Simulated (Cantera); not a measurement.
Input: 1 mol TEOS, 0.15 mol O2, 0.22 mol H2, at 0.550 bar.

These are equilibrium values from Cantera (NASA tables, ideal gas, pure condensed phases), not measurements of a reactor. Candidate condensed phases: C, C6H6, C7H8, C8H18, H2O, Si, SiC, SiO2; 123 gas species. The feed counts by its element totals alone. Mutual solubility and eutectic melting of coexisting phases are not modelled. The tables hold silica as quartz up to 1696 K and as liquid above; real silica turns to tridymite and cristobalite and melts near 1996 K. Gases not in the tables: Si2H6 and higher silanes. Equilibrium is a limit: real reactors are often held back by kinetics, nucleation or transport.

Problem. What share of the Si ends up in condensed phases as a function of T (K), at 1398, 1473, 1548, 1623, 1698, 1773, 1848, 1923, 1998, 2073, 2148?

Solution. 
```csv
T (K),Si condensed (%),as
1398,100.0,SiO2(β-quartz)
1473,100.0,SiO2(β-quartz)
1548,99.9,SiO2(β-quartz)
1623,98.9,SiC(s) + SiO2(β-quartz)
1698,98.3,SiC(s)
1773,97.8,SiC(s)
1848,97.3,SiC(s)
1923,96.7,SiC(s)
1998,96.0,SiC(s)
2073,95.3,SiC(s)
2148,94.5,SiC(s)
```
